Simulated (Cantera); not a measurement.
A freely propagating, adiabatic, planar premixed flame of H2 : O2 : N2 = 1 : 0.263 : 1.21 (molar parts), equivalence ratio 1.9, unburnt at 625 K and 100000 Pa; mixture-averaged transport, grid criteria slope 0.08 and curve 0.16, no radiation.

Model: the H2/O2 subset of GRI-Mech 3.0, which has no nitrogen chemistry, integrated in Cantera. Burning velocities carry a grid error of a few per cent, more on coarse grids.

Problem. Predict: laminar burning velocity; thermal thickness; peak x(H2O2); peak x(HO2); peak x(O); peak x(H).

Solution. 
```json
{
  "laminar_burning_velocity": "843 cm/s",
  "thermal_thickness": "0.474 mm",
  "peak x(H2O2)": "6.83e-6",
  "peak x(HO2)": "0.000217",
  "peak x(O)": "0.00415",
  "peak x(H)": "0.0842"
}
```
